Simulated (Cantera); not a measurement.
Charge: 1 mol HMDSO, 0.23 mol O₃, 4.3 mol N₂, at 1.20 mbar.

Cantera equilibrium calculation (NASA polynomials, part measured and part estimated; ideal gas, pure solids and liquids). Candidate condensed phases: C, C₆H₆, C₇H₈, C₈H₁₈, H₂O, Si, SiC, SiO₂, Si₂N₂O, Si₃N₄; 151 gas species. The feed counts by its element totals alone. N₂ is the only nitrogen source here; it is nearly inert below about 1500 K, so the nitride shown seldom forms there in practice. Equilibrium is a limit: real reactors are often held back by kinetics, nucleation or transport.

Q: At 1350 K, list the 6 most abundant gas species with their mole fractions, and the condensed phases.

A: H₂ 0.693, N₂ 0.254, CO 0.0531, HCN 0.000137, H 5.73e-5, SiO 3.13e-5. Condensed: C(graphite) + Si₂N₂O(s).
